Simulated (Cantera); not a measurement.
# NO annealing gas

An isothermal, constant-pressure homogeneous reactor starts with NO : N2 = 1 : 0.32 (molar parts), at 1625 K and 1.60 bar.

Model: GRI-Mech 3.0 (53 species, 325 reactions), integrated in Cantera.

| t (s) | x NO | x O | x NO2 | x O2 | x N2O | x N2 |
|---|---|---|---|---|---|---|
| 0.000900 | 0.757 | 1.96e-7 | 3.56e-5 | 1.60e-7 | 3.12e-5 | 0.242 |
| 0.00193 | 0.757 | 2.98e-7 | 8.08e-5 | 9.74e-7 | 6.17e-5 | 0.242 |
| 0.00415 | 0.757 | 5.17e-7 | 0.000184 | 7.32e-6 | 0.000112 | 0.243 |
| 0.00892 | 0.757 | 8.96e-7 | 0.000379 | 5.80e-5 | 0.000172 | 0.243 |
| 0.0192 | 0.756 | 1.23e-6 | 0.000563 | 0.000330 | 0.000211 | 0.243 |
| 0.0411 | 0.754 | 1.36e-6 | 0.000631 | 0.00111 | 0.000218 | 0.244 |
| 0.0883 | 0.751 | 1.51e-6 | 0.000703 | 0.00283 | 0.000216 | 0.246 |
| 0.190 | 0.743 | 1.78e-6 | 0.000831 | 0.00648 | 0.000212 | 0.249 |
| 0.408 | 0.728 | 2.24e-6 | 0.00104 | 0.0141 | 0.000202 | 0.257 |
| 0.875 | 0.696 | 2.95e-6 | 0.00133 | 0.0296 | 0.000185 | 0.273 |
| 1.88 | 0.637 | 3.96e-6 | 0.00165 | 0.0589 | 0.000154 | 0.302 |
| 4.04 | 0.538 | 5.23e-6 | 0.00186 | 0.108 | 0.000109 | 0.352 |
| 8.67 | 0.402 | 6.59e-6 | 0.00176 | 0.176 | 6.05e-5 | 0.420 |
| 18.6 | 0.258 | 7.77e-6 | 0.00134 | 0.249 | 2.48e-5 | 0.492 |
| 40.0 | 0.141 | 8.61e-6 | 0.000815 | 0.307 | 7.55e-6 | 0.550 |
x: mole fraction; the columns are a selection and need not sum to one.

Equilibrium at this temperature and pressure: NO 0.00257, O 9.51e-6, NO2 1.64e-5, O2 0.377, N2O 1.71e-7, N2 0.620 (gas phase only).
